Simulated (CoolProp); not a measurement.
R410A along the isotherm 292.9 K: fugacity coefficient from the reference equation and from simpler models built on Tc = 344.5 K, pc = 4901 kPa, ω = 0.296; each cubic takes its own stable root.

Computed with CoolProp (reference Helmholtz-energy equation of state, Lemmon 2003). It is a pseudo-pure fit of the blend.

```csv
p (kPa),phase,reference
155,gas,0.9788
318,gas,0.9567
654,gas,0.9113
2760,liquid,0.4344
5660,liquid,0.2290
11600,liquid,0.1307
23900,liquid,0.08662
49000,liquid,0.07737
```

Question: How far does each simpler model (van der Waals, Redlich-Kwong) lie from the reference over these 8 states: mean and median of the absolute difference, and the worst?

Answer: 
- van der Waals: mean 76.1 %, median 67.8 %, worst +239.4 % at 292.9 K and 49000 kPa
- Redlich-Kwong: mean 24.7 %, median 27.9 %, worst +60.9 % at 292.9 K and 49000 kPa
